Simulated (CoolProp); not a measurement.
Vapour-liquid equilibrium of n-heptane (1) + m-xylene (2) at 499.8 K; x and y are mole fractions of (1).

Values from CoolProp's multi-fluid Helmholtz-energy mixture model, Span 2003 and Zhou 2012; pair parameters Bell 2016.

| x | bubble pressure, mixture model (kPa) | bubble pressure, Raoult's law (kPa) | y, mixture model | y, Raoult's law |
|---|---|---|---|---|
| 0.05 | 720.4 | 711.7 | 0.104 | 0.106 |
| 0.15 | 816.1 | 796.2 | 0.269 | 0.285 |
| 0.25 | 905.1 | 880.7 | 0.398 | 0.430 |
| 0.35 | 989.5 | 965.2 | 0.504 | 0.549 |
| 0.45 | 1071 | 1050 | 0.596 | 0.649 |
| 0.55 | 1150 | 1134 | 0.678 | 0.734 |
| 0.65 | 1230 | 1219 | 0.754 | 0.808 |
| 0.75 | 1309 | 1303 | 0.827 | 0.872 |
| 0.85 | 1390 | 1388 | 0.897 | 0.928 |
| 0.95 | 1472 | 1472 | 0.966 | 0.977 |

The largest gap from Raoult's law is +2.8 % in bubble pressure, at x = 0.25. No azeotrope shows between x = 0.05 and 0.95.

The pair parameters rest on a limited set of measurements; away from them the model extrapolates.
